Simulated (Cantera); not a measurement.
Input: 1 mol BN, 0.51 mol H2O, 73 mol N2, held at 5.60 Pa.

Equilibrium computed with Cantera from the NASA thermochemical tables; the gas is ideal and each condensed phase is pure. Candidate condensed phases: B, BN, B2O3, B3O3H3, H2O; 39 gas species. The numbers say what is thermodynamically allowed, not how fast it happens. All values below are at 1227 °C.

Base state: N2 0.990, H2 0.00625, B2O2 0.00127, HBO 0.00103, BO 0.000800, B2O3 0.000794, H 0.000186, HBO2 7.12e-5 (mole fractions); condensed: BN(s).

Problem. What changes in the equilibrium state with this change: pressure from 5.60 Pa to 160 Pa?

Solution. 
| species | before | after |
|---|---|---|
| N2 | 0.990 | 0.991 |
| H2 | 0.00625 | 0.00647 |
| B2O3 | 0.000794 | 0.00173 |
| B2O2 | 0.00127 | 0.000228 |
| BO | 0.000800 | 6.35e-5 |
| H | 0.000186 | 3.54e-5 |
| HBO2 | 7.12e-5 | 0.000373 |
| HBO | 0.00103 | 0.000445 |
| BN(s), mol | 0.554 | 0.646 |
